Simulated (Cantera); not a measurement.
Source: NASA polynomial tables (part measured, part estimated), evaluated in Cantera. Values are per mole of reaction as written; species without (g) are pure solids or liquids, kept so even where they would boil at 1 bar.

Task: Between 375 and 1175 K, where is each reaction favourable under standard conditions?
- Mg + 2 HBr(g) ⇌ H₂(g) + MgBr₂

Result: 
- Mg + 2 HBr(g) ⇌ H₂(g) + MgBr₂: ΔG° is -383 kJ at 375 K and -259 kJ at 1175 K; it stays negative (K > 1). ΔH° is -399 kJ and ΔS° -119 J/K at 1175 K.
